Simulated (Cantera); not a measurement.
Charge: 1 mol SiH₂Cl₂, 1.3 mol N₂, 37 mol NH₃, at 0.00420 bar.

These are equilibrium values from Cantera (NASA tables, ideal gas, pure condensed phases), not measurements of a reactor. Candidate condensed phases: NH₄Cl, Si, Si₃N₄; 28 gas species. The tables' values for SiCl, SiN are old estimates; treat these amounts as uncertain. Gases not in the tables: Si₂H₆ and higher silanes. Rates play no part.

x: gas mole fraction; n: condensed amount in mol.

```csv
T (K),x H₂,x N₂,x HCl,x H,x Si,x SiCl₂,x SiCl,n Si₃N₄(s),n Si(l)
1300,0.724,0.250,0.0261,1.45e-5,6.27e-11,1.52e-5,6.47e-10,0.333,0
1375,0.724,0.250,0.0260,4.50e-5,2.06e-9,5.67e-5,9.52e-9,0.332,0
1450,0.724,0.250,0.0257,___,___,___,1.05e-7,0.329,0
1525,0.724,0.250,0.0251,0.000311,7.87e-7,0.000497,8.89e-7,0.321,0
1600,0.724,0.250,0.0237,0.000714,1.00e-5,0.00116,5.96e-6,0.303,0
1675,0.724,0.251,0.0214,0.00152,0.000102,0.00225,3.19e-5,0.271,0
1750,0.717,0.256,0.0214,___,___,0.00213,6.88e-5,0,0.797
1825,0.714,0.255,0.0216,0.00574,0.00108,0.00195,0.000134,0,0.741
1900,0.709,0.254,0.0216,0.0103,0.00300,0.00178,0.000246,0,0.578
1975,0.699,0.252,0.0214,0.0176,0.00770,0.00161,0.000428,0,0.170
```

Complete the blanks.


- 1450, x H: 0.000124
- 1450, x Si: 4.71e-8
- 1450, x SiCl₂: 0.000181
- 1750, x H: 0.00304
- 1750, x Si: 0.000357
